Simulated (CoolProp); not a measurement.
Octamethyltrisiloxane (MDM) along the isotherm 575 K: Z from the reference equation and from simpler models built on Tc = 565.4 K, pc = 1.438 MPa, ω = 0.528; each cubic takes its own stable root.

Computed with CoolProp (reference Helmholtz-energy equation of state, Thol 2017).

```json
[
 {"p (MPa)": "0.479", "phase": "gas", "reference": "0.8860", "van der Waals": "0.8963", "Redlich-Kwong": "0.8834", "Soave-Redlich-Kwong": "0.8857", "Peng-Robinson": "0.8736"},
 {"p (MPa)": "0.958", "phase": "gas", "reference": "0.7409", "van der Waals": "0.7645", "Redlich-Kwong": "0.7405", "Soave-Redlich-Kwong": "0.7469", "Peng-Robinson": "0.7244"},
 {"p (MPa)": "1.44", "phase": "supercritical", "reference": "0.5125", "van der Waals": "0.5359", "Redlich-Kwong": "0.5145", "Soave-Redlich-Kwong": "0.5394", "Peng-Robinson": "?"},
 {"p (MPa)": "1.92", "phase": "supercritical", "reference": "0.2496", "van der Waals": "0.3349", "Redlich-Kwong": "0.2901", "Soave-Redlich-Kwong": "0.3051", "Peng-Robinson": "0.2787"},
 {"p (MPa)": "2.4", "phase": "supercritical", "reference": "0.2777", "van der Waals": "0.3806", "Redlich-Kwong": "0.3199", "Soave-Redlich-Kwong": "0.3287", "Peng-Robinson": "0.2980"},
 {"p (MPa)": "2.88", "phase": "supercritical", "reference": "0.3154", "van der Waals": "0.4325", "Redlich-Kwong": "0.3580", "Soave-Redlich-Kwong": "0.3652", "Peng-Robinson": "0.3300"},
 {"p (MPa)": "3.35", "phase": "supercritical", "reference": "0.3539", "van der Waals": "0.4844", "Redlich-Kwong": "0.3969", "Soave-Redlich-Kwong": "0.4033", "Peng-Robinson": "0.3639"},
 {"p (MPa)": "3.83", "phase": "supercritical", "reference": "?", "van der Waals": "0.5375", "Redlich-Kwong": "0.4368", "Soave-Redlich-Kwong": "0.4428", "Peng-Robinson": "0.3991"},
 {"p (MPa)": "4.31", "phase": "supercritical", "reference": "0.4331", "van der Waals": "0.5902", "Redlich-Kwong": "0.4765", "Soave-Redlich-Kwong": "?", "Peng-Robinson": "0.4343"},
 {"p (MPa)": "4.79", "phase": "supercritical", "reference": "?", "van der Waals": "0.6425", "Redlich-Kwong": "?", "Soave-Redlich-Kwong": "0.5214", "Peng-Robinson": "?"},
 {"p (MPa)": "5.27", "phase": "supercritical", "reference": "0.5114", "van der Waals": "0.6944", "Redlich-Kwong": "0.5549", "Soave-Redlich-Kwong": "0.5602", "Peng-Robinson": "0.5042"},
 {"p (MPa)": "5.75", "phase": "supercritical", "reference": "0.5502", "van der Waals": "0.7459", "Redlich-Kwong": "0.5935", "Soave-Redlich-Kwong": "0.5987", "Peng-Robinson": "0.5387"},
 {"p (MPa)": "6.23", "phase": "supercritical", "reference": "0.5886", "van der Waals": "0.7970", "Redlich-Kwong": "0.6318", "Soave-Redlich-Kwong": "0.6369", "Peng-Robinson": "0.5730"},
 {"p (MPa)": "6.71", "phase": "supercritical", "reference": "0.6267", "van der Waals": "0.8477", "Redlich-Kwong": "0.6696", "Soave-Redlich-Kwong": "0.6747", "Peng-Robinson": "0.6069"},
 {"p (MPa)": "7.19", "phase": "supercritical", "reference": "0.6646", "van der Waals": "0.8981", "Redlich-Kwong": "0.7072", "Soave-Redlich-Kwong": "0.7121", "Peng-Robinson": "0.6405"}
]
```

### Question
Some entries are withheld; supply them.

### Answer

- 1.44, Peng-Robinson: 0.5105
- 3.83, reference: 0.3936
- 4.31, Soave-Redlich-Kwong: 0.4822
- 4.79, reference: 0.4724
- 4.79, Redlich-Kwong: 0.5159
- 4.79, Peng-Robinson: 0.4694
